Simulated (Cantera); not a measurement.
A freely propagating, adiabatic, planar premixed flame of C₃H₈ : O₂ : N₂ : CO₂ = 1 : 5 : 15.5 : 0.57 (molar parts), equivalence ratio 1.0, unburnt at 700 K and 3750 Torr; mixture-averaged transport, grid criteria slope 0.08 and curve 0.16, no radiation.

Cantera simulation using GRI-Mech 3.0 (53 species, 325 reactions); the numbers are that mechanism's predictions, not measurements. GRI-Mech 3.0 was tuned for natural gas; its chemistry of propane as a main component is partial and can be far from experiment. Burning velocities carry a grid error of a few per cent, more on coarse grids.

x: mole fraction of selected species; z is measured from the peak of heat release.

```json
[
 {"z (mm)": "-0.172", "T (K)": "700", "u (m/s)": "1.70", "x C₃H₈": "0.0453", "x O₂": "0.226", "x CO₂": "0.0258", "x CH₃": "2.01e-8", "x H": "<1e-8", "x NO": "<1e-8"},
 {"z (mm)": "-0.115", "T (K)": "701", "u (m/s)": "1.71", "x C₃H₈": "0.0452", "x O₂": "0.226", "x CO₂": "0.0258", "x CH₃": "1.87e-7", "x H": "<1e-8", "x NO": "<1e-8"},
 {"z (mm)": "-0.0861", "T (K)": "706", "u (m/s)": "1.72", "x C₃H₈": "0.0451", "x O₂": "0.225", "x CO₂": "0.0257", "x CH₃": "8.36e-7", "x H": "<1e-8", "x NO": "2.79e-8"},
 {"z (mm)": "-0.0574", "T (K)": "744", "u (m/s)": "1.83", "x C₃H₈": "0.0444", "x O₂": "0.219", "x CO₂": "0.0257", "x CH₃": "8.69e-6", "x H": "(withheld)", "x NO": "2.12e-7"},
 {"z (mm)": "-0.0287", "T (K)": "1043", "u (m/s)": "2.64", "x C₃H₈": "0.0346", "x O₂": "0.184", "x CO₂": "0.0279", "x CH₃": "0.000438", "x H": "(withheld)", "x NO": "2.20e-6"},
 {"z (mm)": "-0.0143", "T (K)": "1450", "u (m/s)": "3.79", "x C₃H₈": "0.0139", "x O₂": "0.137", "x CO₂": "0.0341", "x CH₃": "0.00218", "x H": "(withheld)", "x NO": "6.00e-6"},
 {"z (mm)": "0", "T (K)": "1880", "u (m/s)": "5.04", "x C₃H₈": "0.000568", "x O₂": "0.0841", "x CO₂": "0.0466", "x CH₃": "0.00201", "x H": "(withheld)", "x NO": "1.34e-5"},
 {"z (mm)": "0.0143", "T (K)": "2098", "u (m/s)": "5.64", "x C₃H₈": "8.34e-7", "x O₂": "0.0518", "x CO₂": "0.0623", "x CH₃": "0.000323", "x H": "(withheld)", "x NO": "2.49e-5"},
 {"z (mm)": "0.0287", "T (K)": "2179", "u (m/s)": "5.83", "x C₃H₈": "<1e-8", "x O₂": "0.0383", "x CO₂": "0.0759", "x CH₃": "2.53e-5", "x H": "0.00677", "x NO": "3.55e-5"},
 {"z (mm)": "0.0574", "T (K)": "2269", "u (m/s)": "6.03", "x C₃H₈": "<1e-8", "x O₂": "0.0294", "x CO₂": "0.0918", "x CH₃": "1.16e-7", "x H": "0.00649", "x NO": "5.02e-5"},
 {"z (mm)": "0.115", "T (K)": "2374", "u (m/s)": "6.26", "x C₃H₈": "<1e-8", "x O₂": "0.0241", "x CO₂": "0.103", "x CH₃": "<1e-8", "x H": "(withheld)", "x NO": "7.42e-5"},
 {"z (mm)": "0.230", "T (K)": "2475", "u (m/s)": "6.48", "x C₃H₈": "<1e-8", "x O₂": "0.0197", "x CO₂": "0.111", "x CH₃": "<1e-8", "x H": "(withheld)", "x NO": "0.000119"},
 {"z (mm)": "0.459", "T (K)": "2550", "u (m/s)": "6.64", "x C₃H₈": "<1e-8", "x O₂": "0.0162", "x CO₂": "0.118", "x CH₃": "<1e-8", "x H": "(withheld)", "x NO": "0.000201"}
]
```

Question: What belongs in the gaps?

Answer: 
- -0.0574, x H: 8.45e-8
- -0.0287, x H: 3.06e-5
- -0.0143, x H: 0.000439
- 0, x H: 0.00285
- 0.0143, x H: 0.00566
- 0.115, x H: 0.00478
- 0.230, x H: 0.00297
- 0.459, x H: 0.00187
